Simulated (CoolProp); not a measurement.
Cyclopentane along the isobar 19.6 MPa: fugacity coefficient from the reference equation and from simpler models built on Tc = 511.7 K, pc = 4.583 MPa, ω = 0.202; each cubic takes its own stable root.

Computed with CoolProp (reference Helmholtz-energy equation of state, Gedanitz 2015).

```
T (K)          phase  reference
-----  -------------  ---------
394.4         liquid    0.05597
408.6         liquid    0.07169
422.7         liquid    0.08967
436.8         liquid     0.1100
451           liquid     0.1327
465.1         liquid     0.1574
479.3         liquid     0.1842
493.4         liquid     0.2126
507.6         liquid     0.2427
521.7  supercritical     0.2738
535.9  supercritical     0.3061
550    supercritical     0.3389
```

### Question
How far does each simpler model (van der Waals, Soave-Redlich-Kwong) lie from the reference over these 12 states: mean and median of the absolute difference, and the worst?

### Answer
- van der Waals: mean 67.4 %, median 53.8 %, worst +168.0 % at 394.4 K and 19.6 MPa
- Soave-Redlich-Kwong: mean 7.0 %, median 7.3 %, worst +8.0 % at 535.9 K and 19.6 MPa
